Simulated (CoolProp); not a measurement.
The numbers come from the reference Helmholtz-energy equation of state, Akasaka 2015 in CoolProp.

### Question
For R245fa, give the phase and the density (kg/m³), cv (kJ/(kg K)), Joule-Thomson coefficient (K/MPa), Prandtl number at 394.7 K and 14 bar.

### Answer
- 394.7 K and 14 bar: gas; density 72.2, cv 1.04, Joule-Thomson coefficient 15.0, Prandtl number 0.787

Viscosity comes from a separate model (Bell 2016), an estimate that may be off by 10 % or more. Thermal conductivity comes from a separate model (Huber 2003), an estimate that may be off by 10 % or more.
